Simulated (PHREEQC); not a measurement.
Dissolve 0.0088 mol HCl, 0.019 mol LiCl and 0.0015 mol MnSO4 per kg of water at 25 °C and 500 atm. Closed to the air; pH follows from the charge balance.

All values are PHREEQC results (ion-association model, phreeqc.dat), not measurements.

No solid was allowed to form.

Question: What pH, specific conductance does the model give?

Answer: pH 2.13; specific conductance 5480 µS/cm.

Question: In which forms is Mn present?

Answer: Mn+2 91 %, MnCl+ 5.9 %, MnSO4 2.9 % of the Mn.

Under pressure, the constants of complexes without a molar volume in the database are unreliable.
